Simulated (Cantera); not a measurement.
An adiabatic, constant-pressure homogeneous reactor starts with 12.8 % CO, 11.4 % H2, 15.9 % O2, 59.9 % N2, equivalence ratio 0.76, at 1173 K and 1.48 atm.

Model: GRI-Mech 3.0 (53 species, 325 reactions), integrated in Cantera.

Predict: time of steepest temperature rise; temperature at 0.100 s; equilibrium temperature; x(CO) at 0.100 s; x(H2) at 0.100 s; x(O2) at 0.100 s; x(O) at 0.100 s; x(OH) at 0.100 s.


| Item | Result |
|---|---|
| time of steepest temperature rise | 46.7 µs |
| temperature at 0.100 s | 2611 K |
| equilibrium temperature | 2611 K |
| x(CO) at 0.100 s | 0.0279 (gas-phase equilibrium 0.0279) |
| x(H2) at 0.100 s | 0.00431 (gas-phase equilibrium 0.00431) |
| x(O2) at 0.100 s | 0.0471 (gas-phase equilibrium 0.0471) |
| x(O) at 0.100 s | 0.00435 (gas-phase equilibrium 0.00435) |
| x(OH) at 0.100 s | 0.0134 (gas-phase equilibrium 0.0134) |
